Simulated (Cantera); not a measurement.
An isothermal plug-flow reactor at 900 K and 2250 Torr (inlet), inlet velocity 0.071 m/s, active area per volume 120 1/m; feed CO : O2 : N2 : H2O = 0.0054 : 0.046 : 0.79 : 0.016 (molar parts), equivalence ratio 0.059.

Model: Deutschmann's 1995 Pt surface mechanism with GRI-Mech 3.0 gas chemistry, integrated in Cantera. Catalytic surfaces can have several steady states; this one follows from the mechanism file's or the stated starting coverage. Mass transfer to the wall is taken as infinitely fast.

x: gas mole fraction; θ: surface coverage.

```csv
z (m),x CO,x O2,x H2O,x CO2,θ free Pt,θ O*,θ OH*,θ CO*
5.6e-05,0.00167,0.0515,0.0187,0.00465,0.117,0.876,0.00504,0.00160
9.3e-05,0.00129,0.0513,0.0187,0.00503,0.107,0.887,0.00484,0.00102
0.00016,…,0.0511,0.0187,0.00545,0.0991,0.896,0.00468,…
0.00026,0.000516,0.0509,0.0187,0.00580,0.0937,0.901,0.00457,0.000306
0.00043,…,0.0508,0.0187,0.00609,0.0901,0.905,0.00449,…
0.00072,6.36e-5,0.0507,0.0187,0.00625,0.0882,0.907,0.00444,3.32e-5
0.0012,7.93e-6,0.0507,0.0187,0.00631,0.0876,0.908,0.00443,4.08e-6
0.002,2.52e-7,0.0507,0.0187,0.00632,0.0875,0.908,0.00443,1.29e-7
0.0034,6.04e-10,0.0507,0.0187,0.00632,0.0875,0.908,0.00443,3.10e-10
0.0056,<1e-12,0.0507,0.0187,0.00632,0.0875,0.908,0.00443,<1e-12
```

Q: Complete the blanks.

A: 
- 0.00016, x CO: 0.000866
- 0.00016, θ CO*: 0.000578
- 0.00043, x CO: 0.000231
- 0.00043, θ CO*: 0.000126
